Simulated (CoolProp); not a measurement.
Propane along the isotherm 268.2 K: fugacity coefficient from the reference equation and from simpler models built on Tc = 369.9 K, pc = 42.51 bar, ω = 0.152; each cubic takes its own stable root.

Computed with CoolProp (reference Helmholtz-energy equation of state, Lemmon 2009).

| p (bar) | phase | reference |
|---|---|---|
| 0.0672 | gas | 0.9985 |
| 0.127 | gas | 0.9972 |
| 0.242 | gas | 0.9947 |
| 0.458 | gas | 0.9899 |
| 0.868 | gas | 0.9809 |
| 1.65 | gas | 0.9637 |
| 3.12 | gas | 0.9314 |
| 5.91 | liquid | 0.6308 |
| 11.2 | liquid | 0.3394 |
| 21.3 | liquid | 0.1852 |

Question: How far does each simpler model (Redlich-Kwong, Soave-Redlich-Kwong, Peng-Robinson) lie from the reference over these 10 states: mean and median of the absolute difference, and the worst?

Answer: 
- Redlich-Kwong: mean 6.5 %, median 0.3 %, worst +21.4 % at 268.2 K and 21.3 bar
- Soave-Redlich-Kwong: mean 0.4 %, median 0.2 %, worst +1.3 % at 268.2 K and 21.3 bar
- Peng-Robinson: mean 0.1 %, median 0.0 %, worst -0.4 % at 268.2 K and 21.3 bar
